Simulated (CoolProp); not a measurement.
Vapour-liquid equilibrium of carbon dioxide (1) + R134a (2) at 262.5 K; x and y are mole fractions of (1).

Values from CoolProp's multi-fluid Helmholtz-energy mixture model, Span 1996 and Tillner-Roth 1994; pair parameters Bell 2016.

Task: Give the bubble pressure and the first vapour's composition at x = 0.575, 0.65, 0.95. Is there an azeotrope?

Result: x = 0.575: 1.489 MPa, y = 0.923; x = 0.65: 1.670 MPa, y = 0.940; x = 0.95: 2.450 MPa, y = 0.992. No azeotrope shows between x = 0.05 and 0.95.

Pair parameters are fitted to limited data, so mixtures are less certain than the pure fluids.
